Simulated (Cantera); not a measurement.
**Premixed flame**

A freely propagating, adiabatic, planar premixed flame of H₂ : O₂ : N₂ = 1 : 0.575 : 1.55 (molar parts), equivalence ratio 0.87, unburnt at 625 K and 1000000 Pa; mixture-averaged transport, grid criteria slope 0.08 and curve 0.16, no radiation.

Cantera simulation using the H2/O2 subset of GRI-Mech 3.0, which has no nitrogen chemistry; the numbers are that mechanism's predictions, not measurements. The hydrogen kinetics of GRI-Mech 3.0 are dated; newer H2 mechanisms differ, most at raised pressure. Burning velocities carry a grid error of a few per cent, more on coarse grids.

```
z (mm)    T (K)  u (m/s)    x H₂    x O₂       x O    x H₂O     x OH    x H₂O₂
--------  -----  -------  ------  ------  --------  -------  -------  --------
-0.0675     625     8.25   0.320   0.184     <1e-8    <1e-8    <1e-8     <1e-8
-0.0450     625     8.25   0.320   0.184     <1e-8  9.69e-8    <1e-8     <1e-8
-0.0338     625     8.25   0.320   0.184     <1e-8  1.09e-6    <1e-8     <1e-8
-0.0225     626     8.25   0.318   0.185   8.79e-8  2.56e-5    <1e-8   1.26e-7
-0.0113     685     8.79   0.296   0.188   1.53e-5  0.00322  4.97e-5   2.63e-5
-0.00563   1003     12.3   0.242   0.182  0.000485   0.0371  0.00143  0.000141
0          1517     18.0   0.155   0.141   0.00412    0.130  0.00562   3.53e-5
0.00563    1893     22.2  0.0827  0.0884   0.00900    0.223   0.0143   6.73e-6
0.0113     2105     24.5  0.0512  0.0602    0.0111    0.268   0.0217   4.75e-6
0.0225     2320     26.7  0.0351  0.0444    0.0103    0.297   0.0267   3.30e-6
0.0450     2509     28.6  0.0263  0.0382   0.00693    0.318   0.0262   2.51e-6
0.0900     2649     29.9  0.0183  0.0345   0.00425    0.335   0.0231   2.20e-6
0.180      2723     30.6  0.0132  0.0326   0.00295    0.345   0.0204   2.21e-6
```
x: mole fraction of selected species; z is measured from the peak of heat release.

The laminar burning velocity is 825 cm/s and the thermal thickness is 0.0225 mm. The peak x(O) is 0.0113 and the peak x(OH) comes out as 0.0271. The peak x(H₂O₂) comes out as 0.000144 and the grid points is 106.
